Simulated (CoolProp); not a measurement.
Properties of cyclohexane along the isobar 22.6 MPa.

Computed with CoolProp (reference Helmholtz-energy equation of state, Zhou 2014).

```
T (K)          phase  cp (kJ/(kg K))  expansivity (1/kK)
-----  -------------  --------------  ------------------
455.9         liquid           2.552               1.351
472.4         liquid             [?]               1.403
488.8         liquid             [?]               1.460
505.2         liquid             [?]               1.523
521.6         liquid           2.854               1.590
538           liquid             [?]                 [?]
554.4  supercritical           2.996               1.736
570.8  supercritical           3.065                 [?]
587.2  supercritical           3.131               1.896
603.6  supercritical           3.197                 [?]
620    supercritical           3.260               2.065
```

Problem. Complete the blanks.

Solution. 
- 472.4, cp (kJ/(kg K)): 2.629
- 488.8, cp (kJ/(kg K)): 2.706
- 505.2, cp (kJ/(kg K)): 2.781
- 538, cp (kJ/(kg K)): 2.926
- 538, expansivity (1/kK): 1.661
- 570.8, expansivity (1/kK): 1.814
- 603.6, expansivity (1/kK): 1.979
